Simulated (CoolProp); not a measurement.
Normal hydrogen at 458.71 K and 0.717 MPa flows at 0.54 m/s in a round tube of 1 mm bore and 0.25 µm roughness, fully developed (64/Re and Nu = 3.66 if laminar; Colebrook and Gnielinski if turbulent). Each further row changes one setting.

The numbers come from the reference Helmholtz-energy equation of state, Leachman 2009 in CoolProp.

```csv
case,Reynolds number,Darcy friction factor,pressure drop (Pa/m),heat-transfer coefficient (W/(m² K)),mass flow (kg/h)
as stated,17.0,3.76,207,935,0.000577
velocity 1.08 m/s,34.0,1.88,415,935,0.00115
diameter 2 mm,34.0,1.88,51.8,468,0.00231
```

Viscosity comes from a separate model (Muzny 2013). Thermal conductivity comes from a separate model (Assael 2011).
